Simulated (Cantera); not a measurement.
Feed: 1 mol CH3Cl, 0.025 mol Si, held at 2600 °C and 0.133 bar.

These are equilibrium values from Cantera (NASA tables, ideal gas, pure condensed phases), not measurements of a reactor. Candidate condensed phases: C, C6H6, C7H8, C8H18, Si, SiC; 109 gas species. The tables' values for SiCl, SiCl3 are old estimates; treat these amounts as uncertain. Gases not in the tables: Si2H6 and higher silanes. Rates play no part.

Base state: H2 0.376, HCl 0.317, H 0.177, Cl 0.102, C2H2 (acetylene) 0.0159, Si 0.00387, SiCl2 0.00289, SiC2 0.00253 (mole fractions); condensed: C(graphite).

Question: What changes in the equilibrium state with this change: temperature from 2600 °C to 402 °C?

Answer: 
| species | before | after |
|---|---|---|
| HCl | 0.317 | 0.531 |
| H2 | 0.376 | 0.291 |
| CH4 | 1.69e-6 | 0.164 |
| H | 0.177 | <1e-9 |
| Cl | 0.102 | <1e-9 |
| C2H2 (acetylene) | 0.0159 | <1e-9 |
| SiCl4 | 3.73e-8 | 0.0147 |
| Si | 0.00387 | <1e-9 |
| SiCl2 | 0.00289 | <1e-9 |
| C(graphite), mol | 0.900 | 0.721 |
